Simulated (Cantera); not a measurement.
Feed: 1 mol SiC, 2.6 mol H₂, at 54000 Pa.

Method: chemical equilibrium by Gibbs-energy minimisation in Cantera with the NASA 1993 tables (ideal gas, pure condensed phases). Candidate condensed phases: C, C₆H₆, C₇H₈, C₈H₁₈, Si, SiC; 87 gas species. Gases not in the tables: Si₂H₆ and higher silanes. Equilibrium is a limit: real reactors are often held back by kinetics, nucleation or transport.

Question: At 2150 °C, list the 7 most abundant gas species with their mole fractions, and the condensed phases.

Answer: H₂ 0.971, H 0.0238, Si 0.00214, C₂H₂ (acetylene) 0.00153, SiH 0.000461, SiH₂ 0.000328, Si₂C 0.000249. Condensed: SiC(s).
